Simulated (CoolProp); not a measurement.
Vapour-liquid equilibrium of toluene (1) + n-dodecane (2) at 4.74 bar; x and y are mole fractions of (1).

Model: multi-fluid Helmholtz-energy mixture model, Lemmon 2006 and Lemmon 2004; pair parameters Bell 2016, in CoolProp.

| x | bubble temperature (°C) | y at the bubble point | dew temperature at overall composition x (°C) | liquid density (mol/L) |
|---|---|---|---|---|
| 0.05 | [?] | 0.150 | 290.7 | 3.144 |
| 0.125 | 271.9 | 0.357 | 286.5 | 3.376 |
| 0.2 | 258.6 | [?] | 282.1 | 3.623 |
| 0.275 | 245.8 | 0.664 | 277.4 | 3.883 |
| 0.35 | 234.1 | 0.761 | 272.4 | 4.156 |
| 0.425 | 223.6 | 0.831 | 267.0 | 4.443 |
| 0.5 | 214.5 | 0.880 | [?] | 4.748 |
| 0.575 | 206.4 | [?] | 254.6 | [?] |
| 0.65 | 199.4 | 0.941 | 247.3 | 5.428 |
| 0.725 | 193.2 | 0.961 | 238.8 | [?] |
| 0.8 | 187.7 | 0.975 | 228.6 | [?] |
| 0.875 | 182.8 | 0.986 | 215.5 | 6.726 |
| 0.95 | 178.3 | [?] | 196.7 | 7.270 |

**Question.** What belongs in the gaps?

**Answer.** 
- 0.05, bubble temperature (°C): 285.1
- 0.2, y at the bubble point: 0.530
- 0.5, dew temperature at overall composition x (°C): 261.1
- 0.575, y at the bubble point: 0.916
- 0.575, liquid density (mol/L): 5.075
- 0.725, liquid density (mol/L): 5.816
- 0.8, liquid density (mol/L): 6.245
- 0.95, y at the bubble point: 0.995

No azeotrope shows between x = 0.05 and 0.95.

Pair parameters are fitted to limited data, so mixtures are less certain than the pure fluids.
